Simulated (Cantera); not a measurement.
A closed system holds: 1 mol SO₂, 0.56 mol H₂, equilibrated at 575 °C and 101000 Pa.

Equilibrium computed with Cantera from the NASA thermochemical tables; the gas is ideal and each condensed phase is pure. Candidate condensed phases: H₂O, H₂SO₄, S; 19 gas species. Gases not in the tables: S₃ to S₇. The numbers say what is thermodynamically allowed, not how fast it happens.

Base state: SO₂ 0.531, H₂O 0.357, S₂ 0.0635, H₂S 0.0418, S₂O 0.00586, H₂ 0.000176, S₈ 0.000123 (mole fractions); condensed: gas only.

Q: What changes in the equilibrium state with this change: pressure from 101000 Pa to 1900 Pa?

A: 
| species | before | after |
|---|---|---|
| SO₂ | 0.531 | 0.519 |
| H₂O | 0.357 | 0.376 |
| S₂ | 0.0635 | 0.0821 |
| H₂S | 0.0418 | 0.0200 |
| S₈ | 0.000123 | 2.26e-9 |
| H₂ | 0.000176 | 0.000541 |
